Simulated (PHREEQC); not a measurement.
Dissolve 0.49 mol Na2HPO4, 0.042 mol FeSO4 and 0.00044 mol H3PO4 per kg of water at 57 °C. It is in equilibrium with CO2 at log p = 0 (atm). Otherwise closed; pH follows from the charge balance.

Model: ion-association model, phreeqc.dat, run in PHREEQC.

Precipitation was switched off in this run.

Q: Predict the pH, ionic strength.

A: pH 6.87; ionic strength 1.18 mol/kgw.

Q: In which forms is Na present?

A: Na+ 89 %, NaHPO4- 7.6 %, NaSO4- 1.9 %, NaHCO3 1.5 % of the Na.

Examples of supersaturated solids here: Siderite. Others may be too. Caution: at this ionic strength the ion-association model is outside its range; a Pitzer model would be the better tool where its parameters exist. At this temperature some constants are extrapolated from 25 °C, and those without enthalpy data are left unchanged.
